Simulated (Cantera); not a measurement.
Input (Python, Cantera):

```python
import numpy as np
import cantera as ct

gas = ct.Solution("h2o2.yaml")


def delay(T, t_max=10):
    gas.TPX = T, 840000, {'H2': 1, 'O2': 0.51, 'N2': 2.35}
    reactor = ct.IdealGasReactor(gas, clone=False)
    net = ct.ReactorNet([reactor])
    net.rtol, net.atol = 1e-8, 1e-16
    while net.time < t_max:
        t_old, T_old = net.time, reactor.T
        net.step()
        if reactor.T > T + 400:  # ignition: a rise of 400 K
            return t_old + (T + 400 - T_old) / (reactor.T - T_old) * (net.time - t_old)
    return np.nan


taus = []
for T in [1023, 1123, 1223, 1323, 1423, 1523, 1623]:
    taus.append(delay(T))
    print(f"T0 = {T:6g} K   tau = {taus[-1]:.4e} s")
```

It prints:

```
T0 =   1023 K   tau = 5.5781e-03 s
T0 =   1123 K   tau = 4.9349e-04 s
T0 =   1223 K   tau = 1.7201e-05 s
T0 =   1323 K   tau = 4.5936e-06 s
T0 =   1423 K   tau = 2.5548e-06 s
T0 =   1523 K   tau = 1.7162e-06 s
T0 =   1623 K   tau = 1.2696e-06 s
```

Detailed kinetics in Cantera: the H2/O2 subset of GRI-Mech 3.0, which has no nitrogen chemistry. The hydrogen kinetics of GRI-Mech 3.0 are dated; newer H2 mechanisms differ, most at raised pressure.
